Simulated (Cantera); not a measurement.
Input: 1 mol FeS, 4.1 mol SO₃, 0.26 mol CO₂, held at 1773 K and 1 atm.

These are equilibrium values from Cantera (NASA tables, ideal gas, pure condensed phases), not measurements of a reactor. Candidate condensed phases: C, Fe, Fe(CO)₅, FeO, FeS, FeSO₄, FeS₂, Fe₂O₃, Fe₂(SO₄)₃, Fe₃O₄, S; 25 gas species. Equilibrium is a limit: real reactors are often held back by kinetics, nucleation or transport.

Base state: SO₂ 0.886, O₂ 0.0655, CO₂ 0.0453, SO₃ 0.00264, SO 5.01e-5, CO 2.72e-5, O 2.39e-5 (mole fractions); condensed: Fe₃O₄(s).

### Question
What changes in the equilibrium state with this change: temperature from 1773 K to 1198.15 K?

### Answer
| species | before | after |
|---|---|---|
| SO₂ | 0.886 | 0.878 |
| CO₂ | 0.0453 | 0.0469 |
| SO₃ | 0.00264 | 0.0420 |
| O₂ | 0.0655 | 0.0331 |
| SO | 5.01e-5 | 3.76e-9 |
| CO | 2.72e-5 | 4.28e-9 |
| O | 2.39e-5 | 4.36e-9 |
| Fe₃O₄(s), mol | 0.333 | 0 |
| Fe₂O₃(s), mol | 0 | 0.500 |
